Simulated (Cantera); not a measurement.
Mixture: 5.94 % C3H8, 19.8 % O2, 74.3 % N2, at 4500 Torr, adiabatic and at constant pressure. Ignition delay is the time to a rise of 400 K.

Cantera simulation using GRI-Mech 3.0 (53 species, 325 reactions); the numbers are that mechanism's predictions, not measurements. GRI-Mech 3.0 was tuned for natural gas; its chemistry of propane as a main component is partial and can be far from experiment.

Task: Predict: delay at 1248 K; delay at 1298 K; delay at 1348 K; delay at 1398 K; delay at 1448 K; delay at 1498 K; delay at 1548 K; apparent activation energy between 1448 and 1548 K.

Result: 
```
Property                                                 Value
--------------------------------------------------  ----------
delay at 1248 K                                        1.02 ms
delay at 1298 K                                       0.428 ms
delay at 1348 K                                       0.193 ms
delay at 1398 K                                        94.5 µs
delay at 1448 K                                        49.9 µs
delay at 1498 K                                        28.4 µs
delay at 1548 K                                        17.3 µs
apparent activation energy between 1448 and 1548 K  200 kJ/mol
```
